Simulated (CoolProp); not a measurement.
The fluid at 293.15 K and 0.204 MPa (gas) is heated at constant pressure to 404.7 K. The same conditions are run with several fluids, on thermodynamics alone (safety and materials aside).

Model: reference Helmholtz-energy equation of state of each fluid (R124: de Vries 1995; R152A: Outcalt 1996; propyne: Polt 1992; dimethyl ether: Wu 2011; nitrous oxide: Lemmon 2006), in CoolProp. The equations of Platzer and Polt are older, rougher fits.

### Question
Rank R124, R152A, propyne, dimethyl ether, nitrous oxide by heat (kJ/kg), highest first.

### Answer
propyne (190), dimethyl ether (181), R152A (131), nitrous oxide (104), R124 (90.8)

```csv
fluid,final density (kg/m³)
R124,8.43
R152A,4.06
propyne,2.46
dimethyl ether,2.83
nitrous oxide,2.68
```
